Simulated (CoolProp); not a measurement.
Saturation properties of sulfur hexafluoride (Tc = 318.7 K, pc = 3755 kPa, ω = 0.210).

Values from CoolProp's reference Helmholtz-energy equation of state, Guder 2009.

```tsv
T (K)	p (kPa)	liquid density (kg/m³)	surface tension (mN/m)	vapour viscosity (µPa s)
237	394.2	1777	9.51	12.6
240.8	452.9	1756	8.95	12.9
244.7	519.7	1735	8.38	13.1
248.5	591.6	…	7.84	13.3
252.4	672.9	1691	7.29	13.5
256.2	759.7	1669	…	13.8
260.1	857.3	1645	6.23	14.0
263.9	960.9	1621	5.72	14.3
267.8	…	1595	5.20	…
271.6	1199	1569	4.71	14.8
275.5	…	1541	4.22	15.1
279.3	…	1512	3.75	15.4
283.2	1636	1481	…	15.8
287	1803	1449	2.84	16.2
290.9	1986	1414	2.40	16.7
```

Q: Complete the blanks.

A: 
- 248.5, liquid density (kg/m³): 1714
- 256.2, surface tension (mN/m): 6.76
- 267.8, p (kPa): 1077
- 267.8, vapour viscosity (µPa s): 14.5
- 275.5, p (kPa): 1335
- 279.3, p (kPa): 1478
- 283.2, surface tension (mN/m): 3.28

Viscosity comes from a separate model (Quiñones-Cisneros 2012). Surface tension comes from a separate correlation (Mulero 2012).
